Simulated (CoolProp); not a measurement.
Vapour pressure (MPa) of carbon monoxide: the reference equation beside estimates from Tc = -140.3 °C, pc = 3.498 MPa, ω = 0.050. Clausius-Clapeyron is anchored at -162.55 °C with a constant enthalpy of vaporisation of 4.467 kJ/mol.

The numbers come from the reference Helmholtz-energy equation of state, Lemmon 2006 in CoolProp. It is a short technical equation, of lower accuracy than the large ones.

```
T (°C)   reference  Lee-Kesler  Clausius-Clapeyron  Redlich-Kwong  Peng-Robinson
-------  ---------  ----------  ------------------  -------------  -------------
-176.65     0.4162      0.4167              0.5441         0.4146         0.4173
-173.75     0.5206      0.5211              0.6400         0.5235         0.5216
-170.95     0.6383      0.6387              0.7421         0.6465         0.6393
-168.15     0.7742      0.7743              0.8538         0.7884         0.7754
-165.35     0.9296      0.9292              0.9752         0.9504         0.9315
-162.55      1.106       1.105               1.106          1.134          1.109
-159.75      1.306       1.304               1.247          1.340          1.310
-156.95      1.530       1.527               1.398          1.571          1.536
-154.05      1.790       1.786               1.565          1.836          1.798
-151.25      2.070       2.066               1.736          2.118          2.080
-148.45      2.380       2.377               1.916          2.428          2.393
-145.65      2.725       2.724               2.106          2.767          2.739
-142.85      3.108       3.109               2.306          3.135          3.119
```

Absolute difference from the reference over all 13 rows, mean and median: Lee-Kesler 0.1 and 0.1 %, Clausius-Clapeyron 15.0 and 16.1 %, Redlich-Kwong 1.8 and 2.0 %, Peng-Robinson 0.3 and 0.3 %.
